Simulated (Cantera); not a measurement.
Feed: 1 mol SiCl₄, a varied amount of N₂O, held at 625 K and 1.33 mbar.

Equilibrium computed with Cantera from the NASA thermochemical tables; the gas is ideal and each condensed phase is pure. Candidate condensed phases: Si, SiO₂, Si₂N₂O, Si₃N₄; 23 gas species. Equilibrium is a limit: real reactors are often held back by kinetics, nucleation or transport.

Problem. At 42 mol N₂O, list the 3 most abundant gas species with their mole fractions, and the condensed phases.

Solution. N₂ 0.656, O₂ 0.312, Cl₂ 0.0312. Condensed: SiO₂(α-quartz).
